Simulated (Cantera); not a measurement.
## Silicon oxide and oxynitride deposition: HMDSO + NO + H2

Input: 1 mol HMDSO, 12 mol NO, 59 mol H2, equilibrated at 0.133 bar.

These are equilibrium values from Cantera (NASA tables, ideal gas, pure condensed phases), not measurements of a reactor. Candidate condensed phases: C, C6H6, C7H8, C8H18, H2O, Si, SiC, SiO2, Si2N2O, Si3N4; 151 gas species. The feed counts by its element totals alone. The tables hold silica as quartz up to 1696 K and as liquid above; real silica turns to tridymite and cristobalite and melts near 1996 K. Rates play no part.

```csv
T (K),x H2,x N2,x CO,x H2O,x SiO,x H,n SiO2(condensed),n SiO2(l)
1825,0.811,0.0749,0.0740,0.0372,0.000581,0.00109,1.95,0
1850,0.810,0.0749,0.0740,0.0375,0.000917,0.00133,1.93,0
1875,0.809,0.0748,0.0740,0.0380,0.00142,0.00162,1.89,0
1900,0.808,0.0748,0.0739,0.0387,0.00217,0.00195,1.83,0
1925,0.805,0.0747,0.0738,0.0397,0.00324,0.00235,1.74,0
1950,0.802,0.0745,0.0737,0.0411,0.00473,0.00281,1.62,0
1975,0.798,0.0744,0.0735,0.0430,0.00675,0.00335,1.46,0
2000,0.793,0.0741,0.0732,0.0455,0.00940,0.00397,0,1.24
2025,0.786,0.0739,0.0729,0.0487,0.0128,0.00467,0,0.960
2050,0.778,0.0735,0.0725,0.0527,0.0170,0.00548,0,0.609
```
x: gas mole fraction; n: condensed amount in mol.

From 1825 K to 1975 K the condensed part is SiO2(condensed). From 2000 K to 2050 K the condensed part is SiO2(l). The main Si-bearing gas is SiO throughout. The share of Si in condensed phases is highest at 1825 K (97.7 %) and lowest at 2050 K (30.4 %).
